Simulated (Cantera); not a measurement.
Moist CO burnout

A perfectly stirred reactor is fed with 0.549 % CO, 3.02 % O₂, 4.85 % H₂O, 91.6 % N₂, at 0.296 atm; it is held at 1400 K, and followed from long to short residence time.

Model: GRI-Mech 3.0 (53 species, 325 reactions), integrated in Cantera.

```
τ (s)        x CO    x O₂   x H₂O    x N₂O      x OH      x H₂   x H₂O₂
-------  --------  ------  ------  -------  --------  --------  -------
1.9       3.13e-5  0.0275  0.0486  2.12e-7  0.000115   1.11e-5  1.39e-8
0.50      7.64e-5  0.0275  0.0485  2.35e-7  0.000178   2.67e-5  2.75e-8
0.13     0.000187  0.0276  0.0484  1.99e-7  0.000273   6.33e-5  5.10e-8
0.033    0.000458  0.0277  0.0483  1.46e-7  0.000412  0.000145  8.75e-8
0.0086    0.00108  0.0279  0.0480  1.01e-7  0.000576  0.000283  1.30e-7
0.0022    0.00243  0.0286  0.0477  6.05e-8  0.000669  0.000386  1.52e-7
0.00058   0.00451  0.0296  0.0481  1.43e-8  0.000432  0.000185  8.97e-8
```
x: mole fraction; the columns are a selection and need not sum to one.
